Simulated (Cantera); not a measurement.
Mixture: CH₄ : O₂ : N₂ = 1 : 2.25 : 8.45 (molar parts), equivalence ratio 0.89, at 3750 Torr, adiabatic and at constant volume. Ignition delay is the time to a rise of 400 K.

Computed with Cantera and GRI-Mech 3.0 (53 species, 325 reactions).

### Question
Predict: delay at 1225 K; delay at 1325 K; delay at 1425 K; delay at 1525 K; delay at 1625 K; delay at 1725 K; apparent activation energy between 1525 and 1725 K.

### Answer
| Quantity | Result |
|---|---|
| delay at 1225 K | 6.52 ms |
| delay at 1325 K | 1.94 ms |
| delay at 1425 K | 0.643 ms |
| delay at 1525 K | 0.235 ms |
| delay at 1625 K | 95.7 µs |
| delay at 1725 K | 43.3 µs |
| apparent activation energy between 1525 and 1725 K | 190 kJ/mol |
